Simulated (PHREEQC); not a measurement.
Dissolve 0.24 mol HF, 0.018 mol NH4HF2, 0.00012 mol (NH4)2SiF6 and 0.0029 mol H3PO4 per kg of water at 20 °C. Closed to the air; pH follows from the charge balance.

Model: ion-association model, phreeqc.dat, run in PHREEQC.

This is a speciation only: nothing precipitates in the calculation.

### Question
Predict the pH, ionic strength.

### Answer
pH 1.92; ionic strength 0.0323 mol/kgw.

### Question
In which forms is F present?

### Answer
HF 84 %, HF2- 10 %, F- 6.0 % of the F.

SiF6-2 is the database's only silicon fluoride.
